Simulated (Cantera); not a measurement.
## Adiabatic ignition

An adiabatic, constant-volume homogeneous reactor starts with H2 : O2 : N2 = 1 : 1.28 : 4.82 (molar parts), equivalence ratio 0.39, at 975 K and 750 Torr.

Cantera simulation using the H2/O2 subset of GRI-Mech 3.0, which has no nitrogen chemistry; the numbers are that mechanism's predictions, not measurements.

```
t (s)     T (K)  P (bar)      x H2   x O2     x H2O       x H     x HO2    x H2O2      x OH
--------  -----  -------  --------  -----  --------  --------  --------  --------  --------
2.00e-6     975     1.00     0.141  0.180  1.09e-12  1.58e-11  2.07e-11    <1e-12    <1e-12
6.78e-6     975     1.00     0.141  0.180  1.89e-11  4.82e-11  8.67e-11    <1e-12  3.01e-12
2.30e-5     975     1.00     0.141  0.180  2.86e-10  1.76e-10  4.89e-10    <1e-12  1.34e-11
7.79e-5     975     1.00     0.141  0.180   5.33e-9   1.10e-9   5.38e-9  1.05e-11  8.85e-11
0.000264    975     1.00     0.141  0.180   4.83e-7   5.92e-8   4.11e-7   1.57e-9   4.83e-9
0.000894   2221     2.12  0.000398  0.117     0.148   8.92e-5   6.00e-6   2.65e-7   0.00478
0.00303    2222     2.12  0.000392  0.117     0.148   8.70e-5   6.00e-6   2.66e-7   0.00475
0.0103     2222     2.12  0.000392  0.117     0.148   8.70e-5   6.00e-6   2.66e-7   0.00475
0.0348     2222     2.12  0.000392  0.117     0.148   8.70e-5   6.00e-6   2.66e-7   0.00475
0.118      2222     2.12  0.000392  0.117     0.148   8.70e-5   6.00e-6   2.66e-7   0.00475
0.400      2222     2.12  0.000392  0.117     0.148   8.70e-5   6.00e-6   2.66e-7   0.00475
```
x: mole fraction; the columns are a selection and need not sum to one.

```json
{
  "time_of_steepest_temperature_rise": "0.614 ms",
  "temperature at 0.400 s": "2222 K",
  "equilibrium_temperature": "2222 K",
  "x(H2) at 0.400 s": "0.000392 (gas-phase equilibrium 0.000392)",
  "x(O2) at 0.400 s": "0.117 (gas-phase equilibrium 0.117)",
  "x(H2O) at 0.400 s": "0.148 (gas-phase equilibrium 0.148)"
}
```
